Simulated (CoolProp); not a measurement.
The numbers come from the reference Helmholtz-energy equation of state, Bücker 2006 in CoolProp.

For ethane, give the phase and the density (kg/m³), Joule-Thomson coefficient (K/MPa), isothermal compressibility (1/MPa) at 261.4 K and 69.6 bar.


- 261.4 K and 69.6 bar: liquid; density 444, Joule-Thomson coefficient 0.0101, isothermal compressibility 0.00650
